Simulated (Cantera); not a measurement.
# Moist CO burnout

An isothermal, constant-pressure homogeneous reactor starts with 1.33 % CO, 4.52 % O2, 5.58 % H2O, 88.6 % N2, equivalence ratio 0.15, at 1475 K and 10.0 bar.

Cantera simulation using GRI-Mech 3.0 (53 species, 325 reactions); the numbers are that mechanism's predictions, not measurements.

```csv
t (s),x CO,x O2,x H2O,x NO,x H,x NO2,x CO2
0.000200,0.00500,0.0411,0.0558,4.54e-8,9.95e-6,1.97e-9,0.00834
0.000659,0.000866,0.0392,0.0561,8.21e-8,9.89e-7,4.61e-9,0.0125
0.00217,6.34e-5,0.0388,0.0562,1.00e-7,3.82e-8,2.66e-9,0.0133
0.00714,1.74e-6,0.0388,0.0562,1.07e-7,2.12e-9,9.31e-10,0.0134
0.0235,7.27e-8,0.0388,0.0562,1.09e-7,1.45e-9,8.55e-10,0.0134
0.0775,7.23e-8,0.0388,0.0562,1.12e-7,1.44e-9,8.77e-10,0.0134
0.255,7.23e-8,0.0388,0.0562,1.21e-7,1.44e-9,9.50e-10,0.0134
0.840,7.23e-8,0.0388,0.0562,1.52e-7,1.44e-9,1.19e-9,0.0134
2.77,7.23e-8,0.0388,0.0562,2.52e-7,1.44e-9,1.97e-9,0.0134
9.11,7.23e-8,0.0388,0.0562,5.81e-7,1.44e-9,4.56e-9,0.0134
30.0,7.23e-8,0.0388,0.0562,1.67e-6,1.44e-9,1.31e-8,0.0134
```
x: mole fraction; the columns are a selection and need not sum to one.

Equilibrium at this temperature and pressure: CO 7.25e-8, O2 0.0385, H2O 0.0562, NO 0.000495, H 1.45e-9, NO2 3.87e-6, CO2 0.0134 (gas phase only).
